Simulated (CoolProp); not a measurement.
Properties of R11 along the isotherm 500 K.

The numbers come from the reference Helmholtz-energy equation of state, Jacobsen 1992 in CoolProp.

```csv
p (MPa),phase,cp (kJ/(kg K)),viscosity (µPa s)
0.848,gas,0.7061,17.3
1.7,gas,0.7383,17.5
2.54,gas,0.7862,18.1
3.39,gas,0.8664,19.1
4.24,gas,1.019,21.0
5.09,supercritical,1.383,25.0
5.93,supercritical,2.192,35.0
6.78,supercritical,2.073,51.6
7.63,supercritical,1.625,64.2
8.48,supercritical,1.414,73.0
9.32,supercritical,1.304,79.9
10.2,supercritical,1.231,86.0
11,supercritical,1.185,90.9
```

The peak of cp marks the crossing from liquid-like to gas-like fluid above the critical point.

Viscosity comes from a separate model (Klein 1997), an estimate that may be off by 10 % or more.
